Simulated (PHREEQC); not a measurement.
A solution holds 1.5 mmol/kgw Pb(NO3)2 and 0.51 mmol/kgw NaCl, at 55 °C. Closed to the air; pH follows from the charge balance.

Equilibrium calculation in PHREEQC: ion-association model, phreeqc.dat.

Precipitation was switched off in this run.

Question: Order these Pb species by the share of Pb that they hold, largest first: PbNO3+, PbOH+, PbCl+, Pb+2.

Answer: Pb+2 (94 %), PbNO3+ (3.0 %), PbCl+ (2.5 %), PbOH+ (0.31 %)

The pH is 5.34 and the ionic strength 0.00484 mol/kgw. The solution is supersaturated, for example in Pb(OH)2, so a real one may precipitate; this is no full list. Away from 25 °C the constants follow the database's enthalpies or fits; those with neither stay at their 25 °C values.
